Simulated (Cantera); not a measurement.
A freely propagating, adiabatic, planar premixed flame of CH4 : C2H6 : O2 : N2 = 1 : 0.79 : 3.4 : 12.8 (molar parts), equivalence ratio 1.4, unburnt at 375 K and 0.200 bar; mixture-averaged transport, grid criteria slope 0.08 and curve 0.16, no radiation.

Model: GRI-Mech 3.0 (53 species, 325 reactions), integrated in Cantera. Burning velocities carry a grid error of a few per cent, more on coarse grids.

Task: How do the results move with these cheaper or finer settings: unity-Lewis-number transport; multicomponent transport; multicomponent+Soret transport; grid criteria slope 0.5, curve 1; grid criteria slope 0.25, curve 0.5; grid criteria slope 0.03, curve 0.06?

Result: 
```
setting                               laminar burning velocity  thermal thickness  peak x(CH2CO)  peak x(HO2)  grid points
------------------------------------  ------------------------  -----------------  -------------  -----------  -----------
as above                                             50.8 cm/s            1.97 mm       0.000669     0.000139          147
unity-Lewis-number transport                         33.1 cm/s            2.63 mm       0.000408     0.000139          145
multicomponent transport                             50.6 cm/s            2.00 mm       0.000673     0.000140          147
multicomponent+Soret transport                       50.9 cm/s            1.96 mm       0.000678     0.000153          150
grid criteria slope 0.5, curve 1                     56.6 cm/s            2.22 mm       0.000654     0.000143           35
grid criteria slope 0.25, curve 0.5                  51.4 cm/s            2.05 mm       0.000659     0.000140           62
grid criteria slope 0.03, curve 0.06                 50.1 cm/s            1.96 mm       0.000672     0.000140          362
```
The base run took about 7 core-seconds (a rough figure).
Unity Lewis numbers drop preferential diffusion, which matters most where H2 and H carry the flame; Soret adds thermal diffusion.
